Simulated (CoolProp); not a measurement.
Values from CoolProp's reference Helmholtz-energy equation of state, Lemmon 2006. It is a short technical equation, of lower accuracy than the large ones.

Q: For R142b, give the phase and the density (kg/m³), cp (kJ/(kg K)), cv (kJ/(kg K)), fugacity coefficient at -48.45 °C and 4050 kPa; 130.25 °C and 1570 kPa.

A: 
- -48.45 °C and 4050 kPa: liquid; density 1280, cp 1.16, cv 0.776, fugacity coefficient 0.00427
- 130.25 °C and 1570 kPa: gas; density 55.9, cp 1.13, cv 0.956, fugacity coefficient 0.862
